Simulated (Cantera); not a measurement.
Cantera run:

```python
import numpy as np
import cantera as ct

gas_names = """
    H2O SiH2 N2 SiO NH3 NO O3
""".split()
cond_names = """

""".split()


# ... load() reads the species with a 1 bar reference pressure and builds the phases ...
species = {s.name: s for s in load("nasa_gas.yaml", gas_names) + load("nasa_condensed.yaml", cond_names)}
# Each term lists the table entries of one substance; the one whose range holds T is used.
reactions = {
    '3 H2O(g) + 3 SiH2(g) + 2 N2(g) = 3 SiO(g) + 4 NH3(g)':
        [(-3, ['H2O']), (-3, ['SiH2']), (-2, ['N2']), (3, ['SiO']), (4, ['NH3'])],
    '6 NH3(g) + 9 SiO(g) = 6 NO(g) + O3(g) + 9 SiH2(g)':
        [(-6, ['NH3']), (-9, ['SiO']), (6, ['NO']), (1, ['O3']), (9, ['SiH2'])],
}


def pick(names, T):
    return next(species[n] for n in names if species[n].thermo.min_temp <= T <= species[n].thermo.max_temp)


results = []
for label, terms in reactions.items():
    print(label)
    print("     T/K   dH/kJ  dS/(J/K)   dG/kJ   log10 K")
    for T in [300, 2523, 2573, 2623, 2673, 2723, 2773, 2823, 2873, 2923, 2973]:
        used = [(nu, pick(names, T)) for nu, names in terms]
        dH = sum(nu * s.thermo.h(T) for nu, s in used) / 1e6
        dS = sum(nu * s.thermo.s(T) for nu, s in used) / 1e3
        dG = dH - T * dS / 1e3
        logK = -dG * 1e6 / (ct.gas_constant * T * np.log(10))
        results.append((label, T, dH, dS, dG, logK, [s.name for _, s in used]))
        print(f"{T:8g} {dH:8.1f} {dS:8.1f} {dG:8.1f} {logK:8.2f}")
```

Output:

```
3 H2O(g) + 3 SiH2(g) + 2 N2(g) = 3 SiO(g) + 4 NH3(g)
     T/K   dH/kJ  dS/(J/K)   dG/kJ   log10 K
     300   -495.7   -166.8   -445.6    77.59
    2523   -529.2   -214.6     12.3    -0.25
    2573   -528.9   -214.5     23.0    -0.47
    2623   -528.6   -214.4     33.7    -0.67
    2673   -528.2   -214.2     44.4    -0.87
    2723   -527.9   -214.1     55.1    -1.06
    2773   -527.5   -213.9     65.8    -1.24
    2823   -527.0   -213.8     76.5    -1.42
    2873   -526.6   -213.6     87.2    -1.59
    2923   -526.1   -213.5     97.9    -1.75
    2973   -525.6   -213.3    108.6    -1.91
6 NH3(g) + 9 SiO(g) = 6 NO(g) + O3(g) + 9 SiH2(g)
     T/K   dH/kJ  dS/(J/K)   dG/kJ   log10 K
     300   4077.1    311.0   3983.8  -693.63
    2523   4236.3    480.7   3023.6   -62.60
    2573   4237.9    481.3   2999.6   -60.89
    2623   4239.4    481.8   2975.5   -59.25
    2673   4240.8    482.4   2951.4   -57.67
    2723   4242.2    482.9   2927.3   -56.15
    2773   4243.6    483.4   2903.1   -54.68
    2823   4245.0    483.9   2878.9   -53.27
    2873   4246.3    484.4   2854.7   -51.90
    2923   4247.6    484.8   2830.5   -50.58
    2973   4248.8    485.2   2806.3   -49.30
```

Source: NASA polynomial tables (part measured, part estimated), evaluated in Cantera. Condensed species are held in their standard states even where they would react or evaporate.
